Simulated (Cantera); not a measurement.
An isothermal, constant-pressure homogeneous reactor starts with H2 : O2 = 0.0061 : 1 (molar parts), at 900 K and 730 Pa.

Computed with Cantera and GRI-Mech 3.0 (53 species, 325 reactions). Radical loss at walls, strong at low pressure, is not modelled. Below about 950 K walls govern HO2 and H2O2 in real vessels.

x: mole fraction; the columns are a selection and need not sum to one.

```
t (s)        x H2   x O2       x O       x H  x H2O2     x H2O     x HO2
--------  -------  -----  --------  --------  ------  --------  --------
0.000100  0.00606  0.994    <1e-12    <1e-12  <1e-12    <1e-12    <1e-12
0.000261  0.00606  0.994    <1e-12    <1e-12  <1e-12    <1e-12    <1e-12
0.000681  0.00606  0.994    <1e-12    <1e-12  <1e-12    <1e-12  1.05e-12
0.00178   0.00606  0.994  2.25e-12  1.11e-12  <1e-12    <1e-12  2.77e-12
0.00464   0.00606  0.994  1.12e-11  2.62e-12  <1e-12  6.98e-12  7.36e-12
0.0121    0.00606  0.994  9.41e-11  1.45e-11  <1e-12  9.27e-11  2.10e-11
0.0316    0.00606  0.994   6.36e-9  8.99e-10  <1e-12   7.39e-9  2.31e-10
0.0825    0.00571  0.994  0.000228   4.13e-5       ?  0.000284   1.76e-6
0.215     5.74e-5  0.992   0.00161  0.000126       ?   0.00589   1.31e-6
0.562     5.73e-6  0.993  0.000509   1.49e-5       ?   0.00604   5.70e-7
1.47      1.14e-6  0.994  0.000116   1.57e-6       ?   0.00607   2.58e-7
3.83      1.93e-7  0.994   2.13e-5   1.24e-7       ?   0.00608   9.52e-8
10.0      2.96e-8  0.994   3.73e-6   9.17e-9       ?   0.00608   2.88e-8
```

**Question.** Fill in the missing entries.

**Answer.** 
- 0.0825, x H2O2: 4.29e-9
- 0.215, x H2O2: 1.14e-8
- 0.562, x H2O2: 5.28e-9
- 1.47, x H2O2: 4.36e-9
- 3.83, x H2O2: 3.18e-9
- 10.0, x H2O2: 1.85e-9
